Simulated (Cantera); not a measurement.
Feed: 1 mol TiO₂, 2.7 mol C, 0.18 mol CO, at 2173 K and 0.653 Torr.

Cantera equilibrium calculation (NASA polynomials, part measured and part estimated; ideal gas, pure solids and liquids). Candidate condensed phases: C, Ti, TiC, TiO, TiO₂, Ti₂O₃, Ti₃O₅, Ti₄O₇; 15 gas species. Mutual solubility and eutectic melting of coexisting phases are not modelled. TiC, TiO: taken at fixed stoichiometry. Condensed phases not in the tables: solid solutions among these carbides, nitrides and lower oxides. Rates play no part.

Base state: CO 0.978, Ti 0.0128, TiO 0.00951, TiO₂ 1.49e-5 (mole fractions); condensed: TiC(s) + TiO(l).

### Question
What changes in the equilibrium state with this change: temperature from 2173 K to 1798 K?

### Answer
| species | before | after |
|---|---|---|
| CO | 0.978 | 1.000 |
| TiO | 0.00951 | 1.90e-5 |
| CO₂ | 6.71e-6 | 1.38e-5 |
| Ti | 0.0128 | 2.37e-6 |
| TiO₂ | 1.49e-5 | 1.54e-7 |
| TiC(s), mol | 0.837 | 0.850 |
| TiO(l), mol | 0.117 | 0 |
| TiO(s), mol | 0 | 0.150 |

### Question
What changes in the equilibrium state with this change: temperature from 2173 K to 1450 K?

### Answer
| species | before | after |
|---|---|---|
| CO | 0.978 | 1.000 |
| CO₂ | 6.71e-6 | 1.83e-5 |
| Ti | 0.0128 | <1e-9 |
| TiO | 0.00951 | <1e-9 |
| TiO₂ | 1.49e-5 | <1e-9 |
| TiC(s), mol | 0.837 | 0.880 |
| TiO(l), mol | 0.117 | 0 |
| Ti₂O₃(s), mol | 0 | 0.0600 |
TiC: taken at fixed stoichiometry.
